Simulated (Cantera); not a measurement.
## Stirred combustor or abatement burner

A perfectly stirred reactor is fed with 9.14 % H2, 9.32 % O2, 81.2 % N2, 0.384 % NO, at 3750 Torr; it is adiabatic with a 525 K inlet, and is followed from long to short residence time, starting on the burning branch (τ in s: 0.36, 0.15, 0.059, 0.024, 0.0096, 0.0038, 0.0015, 0.00062, 0.00025, 0.0001, 4.1e-05, 1.6e-05, 6.6e-06).

Detailed kinetics in Cantera: GRI-Mech 3.0 (53 species, 325 reactions). The hydrogen kinetics of GRI-Mech 3.0 are dated; newer H2 mechanisms differ, most at raised pressure. The mechanism lacks 2 NO + O2 → 2 NO2 and HONO, so NO2 and the effect of NO are under-described below about 1400 K.

```
τ (s)    T (K)      x H2    x O2     x NO      x O     x OH   x H2O
-------  -----  --------  ------  -------  -------  -------  ------
0.36      1238  0.000126  0.0498  0.00382  4.35e-7  1.81e-5  0.0956
0.15      1237  0.000207  0.0498  0.00380  9.63e-7  2.62e-5  0.0955
0.059     1236  0.000360  0.0499  0.00378  2.21e-6  3.82e-5  0.0954
0.024     1234  0.000633  0.0500  0.00376  4.76e-6  5.30e-5  0.0951
0.0096    1230   0.00118  0.0503  0.00371  9.92e-6  7.03e-5  0.0945
0.0038    1221   0.00238  0.0509  0.00365  1.91e-5  8.67e-5  0.0932
0.0015    1198   0.00564  0.0525  0.00356  3.02e-5  9.11e-5  0.0898
0.00062    525    0.0914  0.0932  0.00384   <1e-12   <1e-12  <1e-12
0.00025    525    0.0914  0.0932  0.00384   <1e-12   <1e-12  <1e-12
0.00010    525    0.0914  0.0932  0.00384   <1e-12   <1e-12  <1e-12
4.1e-5     525    0.0914  0.0932  0.00384   <1e-12   <1e-12  <1e-12
1.6e-5     525    0.0914  0.0932  0.00384   <1e-12   <1e-12  <1e-12
6.6e-6     525    0.0914  0.0932  0.00384   <1e-12   <1e-12  <1e-12
```
x: mole fraction; the columns are a selection and need not sum to one.
